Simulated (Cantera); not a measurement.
Feed: 1 mol CaCO₃, 0.1 mol H₂, at 1877 °C and 15000 Pa.

These are equilibrium values from Cantera (NASA tables, ideal gas, pure condensed phases), not measurements of a reactor. Candidate condensed phases: C, C₆H₆, C₇H₈, C₈H₁₈, Ca, CaCO₃, CaO, Ca(OH)₂, H₂O; 115 gas species. Kinetics and transport are ignored.

Base state: CO₂ 0.797, CO 0.104, H₂O 0.0863, O₂ 0.00709, OH 0.00259, H₂ 0.00219, H 0.000510, O 0.000425 (mole fractions); condensed: CaO(s).

Question: What changes in the equilibrium state with this change: H₂ from 0.1 to 0.023 mol?

Answer: 
```json
[
 {"species": "CO₂", "before": "0.797", "after": "0.889"},
 {"species": "CO", "before": "0.104", "after": "0.0662"},
 {"species": "O₂", "before": "0.00709", "after": "0.0215"},
 {"species": "H₂O", "before": "0.0863", "after": "0.0207"},
 {"species": "Ca(OH)₂", "before": "2.60e-5", "after": "6.24e-6"},
 {"species": "H₂", "before": "0.00219", "after": "0.000302"},
 {"species": "H", "before": "0.000510", "after": "0.000189"},
 {"species": "O", "before": "0.000425", "after": "0.000741"},
 {"species": "OH", "before": "0.00259", "after": "0.00168"},
 {"species": "CaO(s), mol", "before": "1.000", "after": "1.000"}
]
```
